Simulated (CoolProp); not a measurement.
Hydrogen chloride at 403.98 K and 1.65 MPa is throttled through a valve to 0.582 MPa with no heat exchange. Each further row changes one setting.

Model: reference Helmholtz-energy equation of state, Thol 2018, in CoolProp.

```
case                       temperature change (K)  final density (kg/m³)
-------------------------  ----------------------  ---------------------
as stated                                    -8.8                    [?]
outlet pressure 0.175 MPa                     [?]                    [?]
outlet pressure 0.757 MPa                    -7.3                    [?]
```

### Question
What belongs in the gaps?

### Answer

- as stated, final density (kg/m³): 6.55
- outlet pressure 0.175 MPa, temperature change (K): -12.3
- outlet pressure 0.175 MPa, final density (kg/m³): 1.97
- outlet pressure 0.757 MPa, final density (kg/m³): 8.53
